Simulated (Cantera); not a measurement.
An isothermal plug-flow reactor at 1300 K and 4.93 atm (inlet), inlet velocity 0.1 m/s, active area per volume 1600 1/m; feed 0.226 % CH4, 12.3 % O2, 81.3 % N2, 6.17 % H2O.

Cantera simulation using Deutschmann's 1995 Pt surface mechanism with GRI-Mech 3.0 gas chemistry; the numbers are that mechanism's predictions, not measurements. Catalytic surfaces can have several steady states; this one follows from the mechanism file's or the stated starting coverage. Mass transfer to the wall is taken as infinitely fast.

x: gas mole fraction; θ: surface coverage.

```tsv
z (m)	x CH4	x O2	x H2O	x CO2	x CO	θ free Pt	θ O*	θ OH*
0.0002	(withheld)	0.120	0.0655	0.00184	2.81e-6	0.391	0.603	0.00551
0.00039	(withheld)	0.119	0.0661	0.00217	5.25e-7	0.392	0.603	0.00554
0.00076	(withheld)	0.119	0.0662	0.00224	4.95e-8	0.392	0.603	0.00554
0.0015	(withheld)	0.119	0.0662	0.00225	6.31e-9	0.392	0.603	0.00554
0.0028	4.00e-10	0.119	0.0662	0.00226	2.37e-9	0.392	0.603	0.00554
0.0055	7.12e-11	0.119	0.0662	0.00226	4.22e-10	0.392	0.603	0.00554
0.011	2.26e-12	0.119	0.0662	0.00226	1.44e-11	0.392	0.603	0.00554
0.02	<1e-12	0.119	0.0662	0.00226	1.96e-12	0.392	0.603	0.00554
```

### Question
Complete the blanks.

### Answer

- 0.0002, x CH4: 0.000270
- 0.00039, x CH4: 3.47e-5
- 0.00076, x CH4: 7.33e-7
- 0.0015, x CH4: 1.39e-9
